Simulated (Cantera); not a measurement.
A closed system holds: 1 mol Si, 0.067 mol H₂O, 17 mol N₂, at 1623 K and 1 atm.

Cantera equilibrium calculation (NASA polynomials, part measured and part estimated; ideal gas, pure solids and liquids). Candidate condensed phases: H₂O, Si, SiO₂, Si₂N₂O, Si₃N₄; 35 gas species. Mutual solubility and eutectic melting of coexisting phases are not modelled. Rates play no part.

Base state: N₂ 0.996, H₂ 0.00408 (mole fractions); condensed: Si₂N₂O(s) + Si₃N₄(s).

### Question
What changes in the equilibrium state with this change: 0.15 mol Cl₂ added?

### Answer
```json
[
 {"species": "N₂", "before": "0.996", "after": "0.988"},
 {"species": "HCl", "before": "0", "after": "0.00716"},
 {"species": "SiCl₂", "before": "0", "after": "0.00229"},
 {"species": "H₂", "before": "0.00408", "after": "0.000454"},
 {"species": "SiCl₃", "before": "0", "after": "0.000928"},
 {"species": "SiCl₄", "before": "0", "after": "0.000880"},
 {"species": "Cl", "before": "0", "after": "1.82e-5"},
 {"species": "Si₂N₂O(s), mol", "before": "0.0670", "after": "0.0670"},
 {"species": "Si₃N₄(s), mol", "before": "0.289", "after": "0.266"}
]
```
The tables' values for SiCl₃ are old estimates; treat these amounts as uncertain. Further candidate phases: NH₄Cl.
